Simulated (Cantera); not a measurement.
Standard-state values (1 bar) from the NASA 1993 polynomials, evaluated with Cantera. Values are per mole of reaction as written; species without (g) are pure solids or liquids, kept so even where they would boil at 1 bar.

Between 600 and 850 K, where is each reaction favourable under standard conditions?
- 6 CH3(g) + 8 TiO(g) + 3 H2O2(g) = 6 CH4(g) + 2 Ti4O7


- 6 CH3(g) + 8 TiO(g) + 3 H2O2(g) = 6 CH4(g) + 2 Ti4O7: ΔG° is -6839 kJ at 600 K and -6302 kJ at 850 K; it stays negative (K > 1). ΔH° is -8105 kJ and ΔS° -2121 J/K at 850 K.
